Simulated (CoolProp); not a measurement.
Computed with CoolProp (reference Helmholtz-energy equation of state, Lemmon 2005). It is a short technical equation, of lower accuracy than the large ones.

**Question.** For cis-2-butene, give the phase and the cp (kJ/(kg K)), cv (kJ/(kg K)) at 138.05 °C and 0.138 MPa; 138.05 °C and 0.282 MPa.

**Answer.** 
- 138.05 °C and 0.138 MPa: gas; cp 1.89, cv 1.73
- 138.05 °C and 0.282 MPa: gas; cp 1.91, cv 1.74
